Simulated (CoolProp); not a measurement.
Vapour-liquid equilibrium of ethylene (1) + carbon dioxide (2) at 20 bar; x and y are mole fractions of (1).

Computed with CoolProp (multi-fluid Helmholtz-energy mixture model, Smukala 2000 and Span 1996; pair parameters Bell 2016).

```
x     bubble temperature, mixture model (°C)  bubble temperature, Raoult's law (°C)  y, mixture model  y, Raoult's law
----  --------------------------------------  -------------------------------------  ----------------  ---------------
0.05                                   -21.4                                  -20.0                 …            0.063
0.2                                        …                                  -21.3             0.288            0.244
0.35                                   -27.7                                  -22.7             0.427            0.412
0.5                                    -29.1                                  -24.1                 …            0.567
0.65                                       …                                  -25.5                 …            0.711
0.8                                    -29.9                                  -26.9                 …            0.842
0.95                                   -29.2                                  -28.4             0.944            0.962
```

Task: Some entries are withheld; supply them.

Result: 
- 0.05, y, mixture model: 0.091
- 0.2, bubble temperature, mixture model (°C): -25.4
- 0.5, y, mixture model: 0.546
- 0.65, bubble temperature, mixture model (°C): -29.8
- 0.65, y, mixture model: 0.664
- 0.8, y, mixture model: 0.794

The largest gap from Raoult's law is -5.0 K in bubble temperature, at x = 0.35. y crosses x between x = 0.65 and 0.8: the model has an azeotrope there.

The pair parameters rest on a limited set of measurements; away from them the model extrapolates.
